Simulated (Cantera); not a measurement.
## Equilibrium for chemical vapour transport: Fe2O3 + H2O + O2

Charge: 1 mol Fe2O3, 0.42 mol H2O, 0.15 mol O2, equilibrated at 477 °C and 8.25 Torr.

These are equilibrium values from Cantera (NASA tables, ideal gas, pure condensed phases), not measurements of a reactor. Candidate condensed phases: Fe, FeO, Fe(OH)2, Fe(OH)3, Fe2O3, Fe3O4, H2O; 12 gas species. Rates play no part.

| Item | Value |
|---|---|
| x(H2O) | 0.737 |
| x(O2) | 0.263 |
| n(Fe2O3(s)) | 1.00 mol |
| gas amount | 0.5700 mol |
| log10 activity of Fe(OH)3(s) (absent) | -10.65 |
| log10 activity of Fe(OH)2(s) (absent) | -11.68 |
| log10 activity of Fe(α) (absent) | -19.82 |
